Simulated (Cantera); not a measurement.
A perfectly stirred reactor is fed with CH₄ : CO : O₂ : N₂ = 1 : 0.036 : 1.35 : 5.06 (molar parts), equivalence ratio 1.5, at 1.00 bar; it is adiabatic with a 525 K inlet, and is followed from long to short residence time, starting on the burning branch (τ in s: 0.06, 0.026, 0.011, 0.0051, 0.0022, 0.00098, 0.00043, 0.00019, 8.3e-05, 3.6e-05, 1.6e-05, 7e-06, 3.1e-06).

Cantera simulation using GRI-Mech 3.0 (53 species, 325 reactions); the numbers are that mechanism's predictions, not measurements.

Problem. Predict: blow-out, bracketed by the residence times tried; x(CH₄) at τ = 60.0 ms; x(CO) at τ = 60.0 ms; x(O₂) at τ = 60.0 ms; x(C₂H₂) at τ = 60.0 ms; x(C₂H₄) at τ = 60.0 ms; x(CH₄) at τ = 0.430 ms; x(CO) at τ = 0.430 ms; x(O₂) at τ = 0.430 ms; x(C₂H₂) at τ = 0.430 ms; x(C₂H₄) at τ = 0.430 ms.

Solution. 
* **blow-out, bracketed by the residence times tried**: burning at 0.430 ms, out at 0.190 ms
* **x(CH₄) at τ = 60.0 ms**: 0.000287
* **x(CO) at τ = 60.0 ms**: 0.0873
* **x(O₂) at τ = 60.0 ms**: 0.000144
* **x(C₂H₂) at τ = 60.0 ms**: 4.13e-5
* **x(C₂H₄) at τ = 60.0 ms**: 6.64e-7
* **x(CH₄) at τ = 0.430 ms**: 0.00421
* **x(CO) at τ = 0.430 ms**: 0.0847
* **x(O₂) at τ = 0.430 ms**: 0.00914
* **x(C₂H₂) at τ = 0.430 ms**: 0.00162
* **x(C₂H₄) at τ = 0.430 ms**: 0.000216
